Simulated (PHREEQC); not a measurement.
Polishing slurry liquid: speciation

Consider water at 25 °C with 0.15 mol/kgw K2CO3, 3.7e-05 mol/kgw Al(NO3)3 and 6.4e-05 mol/kgw CuSO4. Closed to the air; pH follows from the charge balance.

All values are PHREEQC results (ion-association model, wateq4f.dat), not measurements.

Precipitation was switched off in this run.

**Question.** What pH, activity of water, ionic strength does the model give?

**Answer.** pH 11.40; activity of water 0.992; ionic strength 0.446 mol/kgw.

**Question.** In which forms is C present?

**Answer.** CO3-2 97 %, HCO3- 2.8 % of the C.

Saturation is exceeded, for instance for Cu(OH)2, Tenorite (slow to form); the values hold only as long as no solid forms. The database's constant for dissolved Cu(OH)2 is higher than later reviews accept.
